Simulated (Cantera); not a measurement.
A Cantera script and what it prints.

```python
import numpy as np
import cantera as ct

gas_names = """
    CH3 H C2H2,acetylene C2H4 C2H6
""".split()
cond_names = """
    C(gr)
""".split()


# ... load() reads the species with a 1 bar reference pressure and builds the phases ...
species = {s.name: s for s in load("nasa_gas.yaml", gas_names) + load("nasa_condensed.yaml", cond_names)}
# Each term lists the table entries of one substance; the one whose range holds T is used.
reactions = {
    '2 CH3(g) = 4 H(g) + C2H2(g)':
        [(-2, ['CH3']), (4, ['H']), (1, ['C2H2,acetylene'])],
    '3 C2H4(g) = 4 CH3(g) + 2 C':
        [(-3, ['C2H4']), (4, ['CH3']), (2, ['C(gr)'])],
    'C2H6(g) = 2 H(g) + C2H4(g)':
        [(-1, ['C2H6']), (2, ['H']), (1, ['C2H4'])],
}


def pick(names, T):
    return next(species[n] for n in names if species[n].thermo.min_temp <= T <= species[n].thermo.max_temp)


results = []
for label, terms in reactions.items():
    print(label)
    print("     T/K   dH/kJ  dS/(J/K)   dG/kJ   log10 K")
    for T in [300, 1825, 1925, 2025, 2125, 2225, 2325, 2425, 2525, 2625]:
        used = [(nu, pick(names, T)) for nu, names in terms]
        dH = sum(nu * s.thermo.h(T) for nu, s in used) / 1e6
        dS = sum(nu * s.thermo.s(T) for nu, s in used) / 1e3
        dG = dH - T * dS / 1e3
        logK = -dG * 1e6 / (ct.gas_constant * T * np.log(10))
        results.append((label, T, dH, dS, dG, logK, [s.name for _, s in used]))
        print(f"{T:8g} {dH:8.1f} {dS:8.1f} {dG:8.1f} {logK:8.2f}")
```

Result:

```
2 CH3(g) = 4 H(g) + C2H2(g)
     T/K   dH/kJ  dS/(J/K)   dG/kJ   log10 K
     300    806.5    272.1    724.9  -126.21
    1825    857.3    341.6    233.8    -6.69
    1925    859.1    342.6    199.6    -5.42
    2025    860.9    343.5    165.3    -4.26
    2125    862.5    344.3    130.9    -3.22
    2225    864.1    345.0     96.4    -2.26
    2325    865.6    345.7     61.9    -1.39
    2425    867.1    346.3     27.3    -0.59
    2525    868.5    346.9     -7.4     0.15
    2625    869.8    347.4    -42.1     0.84
3 C2H4(g) = 4 CH3(g) + 2 C
     T/K   dH/kJ  dS/(J/K)   dG/kJ   log10 K
     300    430.2    129.8    391.2   -68.12
    1825    433.4    147.8    163.6    -4.68
    1925    432.3    147.2    148.9    -4.04
    2025    431.1    146.6    134.2    -3.46
    2125    429.9    146.1    119.5    -2.94
    2225    428.7    145.5    104.9    -2.46
    2325    427.5    145.0     90.4    -2.03
    2425    426.3    144.5     75.9    -1.64
    2525    425.0    144.0     61.5    -1.27
    2625    423.8    143.5     47.2    -0.94
C2H6(g) = 2 H(g) + C2H4(g)
     T/K   dH/kJ  dS/(J/K)   dG/kJ   log10 K
     300    572.4    219.7    506.5   -88.19
    1825    593.8    253.1    131.8    -3.77
    1925    594.0    253.3    106.5    -2.89
    2025    594.2    253.4     81.1    -2.09
    2125    594.4    253.4     55.8    -1.37
    2225    594.5    253.5     30.4    -0.71
    2325    594.5    253.5      5.1    -0.11
    2425    594.5    253.5    -20.3     0.44
    2525    594.5    253.5    -45.6     0.94
    2625    594.4    253.5    -71.0     1.41
```

Source: NASA polynomial tables (part measured, part estimated), evaluated in Cantera. Condensed species are held in their standard states even where they would react or evaporate.
